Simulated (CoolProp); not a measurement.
Vapour-liquid equilibrium of carbon dioxide (1) + R22 (2) at 271 K; x and y are mole fractions of (1).

Computed with CoolProp (multi-fluid Helmholtz-energy mixture model, Span 1996 and Kamei 1995; pair parameters Bell 2016).

```json
[
 {"x": "0.05", "bubble pressure, mixture model (bar)": "5.619", "bubble pressure, Raoult's law (bar)": "6.054", "y, mixture model": "0.198", "y, Raoult's law": "0.272"},
 {"x": "0.15", "bubble pressure, mixture model (bar)": "7.771", "bubble pressure, Raoult's law (bar)": "8.881", "y, mixture model": "0.459", "y, Raoult's law": "0.556"},
 {"x": "0.25", "bubble pressure, mixture model (bar)": "10.15", "bubble pressure, Raoult's law (bar)": "11.71", "y, mixture model": "0.619", "y, Raoult's law": "0.703"},
 {"x": "0.35", "bubble pressure, mixture model (bar)": "12.71", "bubble pressure, Raoult's law (bar)": "14.53", "y, mixture model": "0.725", "y, Raoult's law": "0.792"},
 {"x": "0.45", "bubble pressure, mixture model (bar)": "15.42", "bubble pressure, Raoult's law (bar)": "17.36", "y, mixture model": "0.799", "y, Raoult's law": "0.853"},
 {"x": "0.55", "bubble pressure, mixture model (bar)": "18.26", "bubble pressure, Raoult's law (bar)": "20.19", "y, mixture model": "0.854", "y, Raoult's law": "0.897"},
 {"x": "0.65", "bubble pressure, mixture model (bar)": "21.22", "bubble pressure, Raoult's law (bar)": "23.02", "y, mixture model": "0.896", "y, Raoult's law": "0.929"},
 {"x": "0.75", "bubble pressure, mixture model (bar)": "24.31", "bubble pressure, Raoult's law (bar)": "25.84", "y, mixture model": "0.930", "y, Raoult's law": "0.955"},
 {"x": "0.85", "bubble pressure, mixture model (bar)": "27.56", "bubble pressure, Raoult's law (bar)": "28.67", "y, mixture model": "0.960", "y, Raoult's law": "0.976"},
 {"x": "0.95", "bubble pressure, mixture model (bar)": "31.05", "bubble pressure, Raoult's law (bar)": "31.50", "y, mixture model": "0.987", "y, Raoult's law": "0.993"}
]
```

The largest gap from Raoult's law is -13.3 % in bubble pressure, at x = 0.25. No azeotrope shows between x = 0.05 and 0.95.

Pair parameters are fitted to limited data, so mixtures are less certain than the pure fluids.
